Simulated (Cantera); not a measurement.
Cantera run:

```python
import numpy as np
import cantera as ct

gas_names = """
    Ca CaF CaF2 CaO CaOH CaO2H2 Ca2 F FO FO2 F2 F2O H HF HOF HO2 H2 H2F2 H2O H2O2 H3F3 H4F4 H5F5 H6F6
    H7F7 O OH O2 O3
""".split()
cond_names = """
    Ca(a) Ca(b) Ca(L) CaF2(a) CaF2(b) CaF2(L) CaO(s) CaO(L) CaO2H2(s) H2O(s) H2O(L)
""".split()


# ... load() reads the species with a 1 bar reference pressure and builds the phases ...
atoms = {
    'CaF2': {'Ca': 1, 'F': 2},
    'O2': {'O': 2},
    'H2': {'H': 2},
}
top_T = {}  # K; cautious upper limits of use, not melting points


# ... equilibrate(T, P, feed) seeds the gas with the atoms and calls Mixture.equilibrate('TP', solver="vcs", rtol=1e-11, max_steps=5000) ...
results = []
T = 950  # K
P = 100000  # Pa
for m in [0.22, 0.51, 1.2, 2.8, 6.4, 15, 35, 81]:
    feed = {'CaF2': 1, 'O2': 0.058, 'H2': m}  # mol
    mix = equilibrate(T, P, feed)
    results.append((T, P, feed, dict(zip(mix.species_names, mix.species_moles))))

top = {s: max(r[3][s] / sum(r[3][g] for g in gas_names) for r in results) for s in gas_names}
cols = sorted((s for s in top if top[s] > 0.001), key=lambda s: -top[s])[:9]
seen = [c for c in cond_names if any(r[3].get(c, 0) > 1e-12 for r in results)]
print("log10 of partial pressures in bar; condensed amounts in mol")
print(f"{'n(H2)':>10s}" + "".join(f"{s[:9]:>10s}" for s in cols + seen))
for T, P, feed, n in results:
    ng = sum(n[g] for g in gas_names)
    print(f"{feed['H2']:10.4g}" + "".join(f"{np.log10(max(n[s] / ng * P / 1e5, 1e-99)):10.3f}" for s in cols)
          + "".join(f"{n.get(c, 0):10.4g}" for c in seen))
```

It prints:

```
log10 of partial pressures in bar; condensed amounts in mol
     n(H2)        H2       H2O   CaF2(a)    CaO(s)
      0.22    -0.325    -0.278         1 1.974e-06
      0.51    -0.112    -0.643         1 3.005e-06
       1.2    -0.044    -1.015         1  4.61e-06
       2.8    -0.018    -1.383         1 7.042e-06
       6.4    -0.008    -1.742         1 1.065e-05
        15    -0.003    -2.112         1  1.63e-05
        35    -0.001    -2.480         1 2.489e-05
        81    -0.001    -2.844         1 3.787e-05
```

These are equilibrium values from Cantera (NASA tables, ideal gas, pure condensed phases), not measurements of a reactor.
